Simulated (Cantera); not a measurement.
**Gas-phase reforming**

A perfectly stirred reactor is fed with CH₄ : H₂O = 1.8 : 3.3 (molar parts), at 1.01 bar; it is held at 1700 K, and followed from long to short residence time.

Computed with Cantera and GRI-Mech 3.0 (53 species, 325 reactions).

| τ (s) | x CH₄ | x H₂O | x H₂O₂ | x CO₂ | x C₂H | x O₂ |
|---|---|---|---|---|---|---|
| 9.3 | 0.0126 | 0.192 | <1e-12 | 0.0160 | 8.23e-9 | 3.58e-11 |
| 3.0 | 0.0209 | 0.228 | 1.05e-12 | 0.0172 | 2.00e-8 | 4.79e-11 |
| 0.98 | 0.0330 | 0.285 | 1.75e-12 | 0.0177 | 3.97e-8 | 7.09e-11 |
| 0.32 | 0.0506 | 0.358 | 3.04e-12 | 0.0157 | 6.48e-8 | 1.13e-10 |
| 0.10 | 0.0787 | 0.438 | 4.99e-12 | 0.0102 | 8.67e-8 | 1.86e-10 |
| 0.034 | 0.119 | 0.502 | 7.00e-12 | 0.00441 | 9.10e-8 | 2.96e-10 |
| 0.011 | 0.177 | 0.553 | 9.11e-12 | 0.00107 | 7.54e-8 | 4.80e-10 |
| 0.0035 | 0.243 | 0.595 | 1.16e-11 | 0.000155 | 4.64e-8 | 7.00e-10 |
x: mole fraction; the columns are a selection and need not sum to one.
